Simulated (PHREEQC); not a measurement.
A PHREEQC input (ion-association model, phreeqc.dat):

```
SOLUTION 1
  temp 75
  units ug/L
  pH 5.98
  pe 11.8
  Na 0.276
  K 6.23
  Ca 8.76
  Mg 2.22
  Cl 17.4
  S(6) 8.38 as SO4
  Alkalinity 8.24 as HCO3
  Cd 0.0409
  Pb 0.219
END
USE solution 1
EQUILIBRIUM_PHASES 1
  Gypsum 0 0
  CO2(g) -2.5 10
END
```

The run finishes without an error or a warning.

Its last state differs from that of the intended input:

```csv
quantity,as run,intended
pH,5.35,6.80
ionic strength (mol/kgw),5.65e-6,0.00117
HCO3- (mol/kgw),4.54e-6,0.000132
CaHCO3+ (mol/kgw),1.79e-11,4.38e-7
CO3-2 (mol/kgw),7.74e-11,7.05e-8
HSO4- (mol/kgw),1.32e-10,3.90e-9
SI of Pb(OH)2 (Pb(OH)2),-4.96,+0.54
SI of Cerussite (PbCO3),-6.48,-0.99
```

Question: One thing in the input isn't as intended. What explains the difference?

Answer: Several could match; the one computed here: The fault: the units line changed with the numbers kept. The line should read `units mg/L` where the input has `units ug/L`.
